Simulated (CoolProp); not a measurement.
A simple Rankine cycle with propyne: condensing at 312.15 K, boiler at 2.02 MPa, turbine inlet 388.2 K, turbine efficiency 0.65, pump efficiency 0.7, no recuperator. Each further row changes one setting.

Model: reference Helmholtz-energy equation of state, Polt 1992, in CoolProp. This equation is an older, rougher fit; its heat capacities, sound speeds and derivatives of the liquid may be far off and weren't checked against measurements.

| case | thermal efficiency (%) | net work (kJ/kg) | heat in (kJ/kg) | turbine exit temperature (K) | volume ratio over the turbine |
|---|---|---|---|---|---|
| as stated | 6.1 | (withheld) | 560 | 354.4 | 2.33 |
| turbine inlet 408.2 K | 6.2 | 37.2 | 602 | (withheld) | 2.32 |
| condensing temperature 304.15 K | 7.4 | 42.8 | 579 | 347.0 | 2.88 |
| boiler pressure 1.41 MPa | 3.7 | 21.6 | 576 | 369.8 | 1.62 |
| turbine efficiency 0.55 | 5.1 | 28.5 | 560 | 357.5 | (withheld) |

Fill in the missing entries.


- as stated, net work (kJ/kg): 34.2
- turbine inlet 408.2 K, turbine exit temperature (K): 375.5
- turbine efficiency 0.55, volume ratio over the turbine: 2.36
